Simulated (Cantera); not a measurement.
Cantera run:

```python
import numpy as np
import cantera as ct

gas_names = """
    CL CL2 H HCL H2 Si SiCL SiCL2 SiCL3 SiCL4 SiH SiHCL3 SiH2 SiH2CL2 SiH3 SiH3CL SiH4 Si2 Si3
""".split()
cond_names = """
    Si(cr) Si(L)
""".split()


# ... load() reads the species with a 1 bar reference pressure and builds the phases ...
atoms = {
    'SiCl4': {'Si': 1, 'CL': 4},
    'HCl': {'H': 1, 'CL': 1},
    'H2': {'H': 2},
}
top_T = {}  # K; cautious upper limits of use, not melting points


# ... equilibrate(T, P, feed) seeds the gas with the atoms and calls Mixture.equilibrate('TP', solver="vcs", rtol=1e-11, max_steps=5000) ...
results = []
feed = {'SiCl4': 1, 'HCl': 0.038, 'H2': 28}  # mol
P = 67000  # Pa
for T in [1550, 1625, 1700, 1775, 1850, 1925, 2000, 2075, 2150, 2225, 2300, 2375, 2450]:
    mix = equilibrate(T, P, feed)
    results.append((T, P, feed, dict(zip(mix.species_names, mix.species_moles))))
    x = sorted(zip(gas.X, gas.species_names), reverse=True)
    print(f"T = {T:g} K  P = {P:g} Pa  gas = {mix.phase_moles(0):.4g} mol")
    print("   x: " + "  ".join(f"{s} {v:.3e}" for v, s in x if v > 0.001))
    print("   condensed (mol): " + ("  ".join(f"{mix.phase(i).name} {mix.phase_moles(i):.4g}"
          for i in range(1, mix.n_phases) if mix.phase_moles(i) > 1e-12) or "none"))
```

It prints:

```
T = 1550 K  P = 67000 Pa  gas = 29.93 mol
   x: H2 8.972e-01  HCL 7.619e-02  SiCL2 2.156e-02  SiCL3 2.591e-03  SiHCL3 1.256e-03
   condensed (mol): Si(cr) 0.2041
T = 1625 K  P = 67000 Pa  gas = 29.98 mol
   x: H2 8.952e-01  HCL 7.786e-02  SiCL2 2.372e-02  SiCL3 1.899e-03
   condensed (mol): Si(cr) 0.196
T = 1700 K  P = 67000 Pa  gas = 30 mol
   x: H2 8.941e-01  HCL 7.883e-02  SiCL2 2.490e-02  SiCL3 1.368e-03
   condensed (mol): Si(L) 0.1927
T = 1775 K  P = 67000 Pa  gas = 30.02 mol
   x: H2 8.919e-01  HCL 8.214e-02  SiCL2 2.423e-02
   condensed (mol): Si(L) 0.2319
T = 1850 K  P = 67000 Pa  gas = 30.03 mol
   x: H2 8.900e-01  HCL 8.493e-02  SiCL2 2.341e-02
   condensed (mol): Si(L) 0.2674
T = 1925 K  P = 67000 Pa  gas = 30.05 mol
   x: H2 8.881e-01  HCL 8.734e-02  SiCL2 2.252e-02  H 1.101e-03
   condensed (mol): Si(L) 0.2989
T = 2000 K  P = 67000 Pa  gas = 30.07 mol
   x: H2 8.861e-01  HCL 8.944e-02  SiCL2 2.162e-02  H 1.870e-03
   condensed (mol): Si(L) 0.326
T = 2075 K  P = 67000 Pa  gas = 30.09 mol
   x: H2 8.838e-01  HCL 9.126e-02  SiCL2 2.073e-02  H 3.059e-03
   condensed (mol): Si(L) 0.3475
T = 2150 K  P = 67000 Pa  gas = 30.13 mol
   x: H2 8.808e-01  HCL 9.279e-02  SiCL2 1.985e-02  H 4.836e-03
   condensed (mol): Si(L) 0.3614
T = 2225 K  P = 67000 Pa  gas = 30.19 mol
   x: H2 8.770e-01  HCL 9.401e-02  SiCL2 1.897e-02  H 7.410e-03
   condensed (mol): Si(L) 0.3641
T = 2300 K  P = 67000 Pa  gas = 30.28 mol
   x: H2 8.718e-01  HCL 9.488e-02  SiCL2 1.810e-02  H 1.104e-02  Si 1.391e-03
   condensed (mol): Si(L) 0.3495
T = 2375 K  P = 67000 Pa  gas = 30.41 mol
   x: H2 8.647e-01  HCL 9.531e-02  SiCL2 1.720e-02  H 1.602e-02  Si 2.646e-03  SiCL 1.436e-03  CL 1.262e-03
   condensed (mol): Si(L) 0.3079
T = 2450 K  P = 67000 Pa  gas = 30.61 mol
   x: H2 8.551e-01  HCL 9.522e-02  H 2.270e-02  SiCL2 1.628e-02  Si 4.837e-03  SiCL 2.054e-03  CL 1.794e-03  SiH 1.045e-03
   condensed (mol): Si(L) 0.2241
```

Cantera equilibrium calculation (NASA polynomials, part measured and part estimated; ideal gas, pure solids and liquids). The tables' values for SiCl3, SiCl are old estimates; treat these amounts as uncertain. Gases not in the tables: Si2H6 and higher silanes.
